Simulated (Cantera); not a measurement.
An isothermal, constant-pressure homogeneous reactor starts with NO : N2 = 1 : 17 (molar parts), at 1875 K and 82.5 Torr. Integrator tolerance rtol = 1e-08.

Computed with Cantera and GRI-Mech 3.0 (53 species, 325 reactions).

Problem. What does this change do: pressure from 82.5 Torr to 760 Torr?

Solution. 
| quantity | before | after |
|---|---|---|
| x(NO) at 80.0 s | 0.0160 (gas-phase equilibrium 0.00211) | 0.00244 (gas-phase equilibrium 0.00211) |
| x(O2) at 80.0 s | 0.0197 (gas-phase equilibrium 0.0267) | 0.0265 (gas-phase equilibrium 0.0267) |
| x(N2O) at 80.0 s | 1.39e-7 (gas-phase equilibrium 4.42e-8) | 1.34e-7 (gas-phase equilibrium 1.34e-7) |
| x(NO2) at 80.0 s | 3.52e-6 (gas-phase equilibrium 5.37e-7) | 1.88e-6 (gas-phase equilibrium 1.63e-6) |
| x(N2) at 80.0 s | 0.964 (gas-phase equilibrium 0.971) | 0.971 (gas-phase equilibrium 0.971) |

Problem. What does this change do: pressure from 82.5 Torr to 10.00 Torr?

Solution. 
```
quantity                                           before                                    after
----------------  ---------------------------------------  ---------------------------------------
x(NO) at 80.0 s    0.0160 (gas-phase equilibrium 0.00211)   0.0431 (gas-phase equilibrium 0.00210)
x(O2) at 80.0 s     0.0197 (gas-phase equilibrium 0.0267)   0.00611 (gas-phase equilibrium 0.0266)
x(N2O) at 80.0 s  1.39e-7 (gas-phase equilibrium 4.42e-8)  7.07e-7 (gas-phase equilibrium 1.53e-8)
x(NO2) at 80.0 s  3.52e-6 (gas-phase equilibrium 5.37e-7)  1.85e-6 (gas-phase equilibrium 1.86e-7)
x(N2) at 80.0 s       0.964 (gas-phase equilibrium 0.971)      0.951 (gas-phase equilibrium 0.971)
```
Radical loss at walls, strong at low pressure, is not modelled.

Problem. What does this change do: NO 1 to 0.5 parts?

Solution. 
| quantity | before | after |
|---|---|---|
| x(NO) at 80.0 s | 0.0160 (gas-phase equilibrium 0.00211) | 0.0132 (gas-phase equilibrium 0.00151) |
| x(O2) at 80.0 s | 0.0197 (gas-phase equilibrium 0.0267) | 0.00765 (gas-phase equilibrium 0.0135) |
| x(N2O) at 80.0 s | 1.39e-7 (gas-phase equilibrium 4.42e-8) | 9.53e-8 (gas-phase equilibrium 3.19e-8) |
| x(NO2) at 80.0 s | 3.52e-6 (gas-phase equilibrium 5.37e-7) | 1.81e-6 (gas-phase equilibrium 2.73e-7) |
| x(N2) at 80.0 s | 0.964 (gas-phase equilibrium 0.971) | 0.979 (gas-phase equilibrium 0.985) |
